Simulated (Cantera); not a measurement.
Charge: 1 mol Ti(OiPr)4, 0.38 mol N2, 0.00012 mol H2O, at 13.0 Pa.

Method: chemical equilibrium by Gibbs-energy minimisation in Cantera with the NASA 1993 tables (ideal gas, pure condensed phases). Candidate condensed phases: C, C6H6, C7H8, C8H18, H2O, Ti, TiC, TiN, TiO, TiO2, Ti2O3, Ti3O5, Ti4O7; 139 gas species. The feed counts by its element totals alone. TiC: taken at fixed stoichiometry. The numbers say what is thermodynamically allowed, not how fast it happens.

**Question.** At 1625 °C, list the 7 most abundant gas species with their mole fractions, and the condensed phases.

**Answer.** H2 0.710, CO 0.211, H 0.0578, N2 0.0195, HCN 0.00114, C2H2 (acetylene) 0.000267, HNC 5.31e-5. Condensed: C(graphite) + TiC(s).
